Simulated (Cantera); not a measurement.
Feed: 1 mol FeS2, 0.086 mol SO2, 0.96 mol CO2, equilibrated at 0.100 bar.

These are equilibrium values from Cantera (NASA tables, ideal gas, pure condensed phases), not measurements of a reactor. Candidate condensed phases: C, Fe, Fe(CO)5, FeO, FeS, FeSO4, FeS2, Fe2O3, Fe2(SO4)3, Fe3O4, S; 25 gas species. FeS: taken at fixed stoichiometry. Gases not in the tables: S3 to S7. Equilibrium is a limit: real reactors are often held back by kinetics, nucleation or transport.

At 925 K, list the 6 most abundant gas species with their mole fractions, and the condensed phases.

CO2 0.618, S2 0.313, SO2 0.0581, COS 0.00485, S2O 0.00343, CO 0.00264. Condensed: FeS(s) + FeS2(s).
